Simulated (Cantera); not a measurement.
Feed: 1 mol CH3SiCl3, 0.59 mol HCl, 2.2 mol H2, held at 1100 K and 0.0133 bar.

Method: chemical equilibrium by Gibbs-energy minimisation in Cantera with the NASA 1993 tables (ideal gas, pure condensed phases). Candidate condensed phases: C, C6H6, C7H8, C8H18, Si, SiC; 109 gas species. The feed counts by its element totals alone. The tables' values for SiCl3 are old estimates; treat these amounts as uncertain. The numbers say what is thermodynamically allowed, not how fast it happens.

Base state: H2 0.585, HCl 0.328, SiCl4 0.0837, SiHCl3 0.00220, SiCl3 0.00140, SiCl2 0.000324, CH4 0.000164 (mole fractions); condensed: C(graphite) + SiC(s).

What changes in the equilibrium state with this change: CH3SiCl3 replaced by SiH4?


```json
[
 {"species": "H2", "before": "0.585", "after": "0.931"},
 {"species": "HCl", "before": "0.328", "after": "0.0448"},
 {"species": "SiCl4", "before": "0.0837", "after": "0.0133"},
 {"species": "CH4", "before": "0.000164", "after": "0"},
 {"species": "SiH2Cl2", "before": "6.96e-6", "after": "0.000150"},
 {"species": "SiCl2", "before": "0.000324", "after": "0.00438"},
 {"species": "SiHCl3", "before": "0.00220", "after": "0.00408"},
 {"species": "C(graphite), mol", "before": "0.466", "after": "0"},
 {"species": "SiC(s), mol", "before": "0.533", "after": "0"},
 {"species": "Si(s), mol", "before": "0", "after": "0.887"}
]
```
